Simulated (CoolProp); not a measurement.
The fluid at 313.77 K and 0.104 MPa (gas) is heated at constant pressure to 369.2 K. The same conditions are run with several fluids, on thermodynamics alone (safety and materials aside).

Model: reference Helmholtz-energy equation of state of each fluid (R245ca: Zhou 2016; ethane: Bücker 2006; nitrous oxide: Lemmon 2006; fluoroethane (R161): Wu 2012; R1233zd(E): Akasaka 2022), in CoolProp.

Task: Rank R245ca, ethane, nitrous oxide, fluoroethane (R161), R1233zd(E) by heat (kJ/kg), highest first.

Result: ethane (107), fluoroethane (R161) (76.7), R245ca (55.1), nitrous oxide (51.2), R1233zd(E) (47.7)

```csv
fluid,final density (kg/m³)
R245ca,4.63
ethane,1.02
nitrous oxide,1.50
fluoroethane (R161),1.64
R1233zd(E),4.51
```
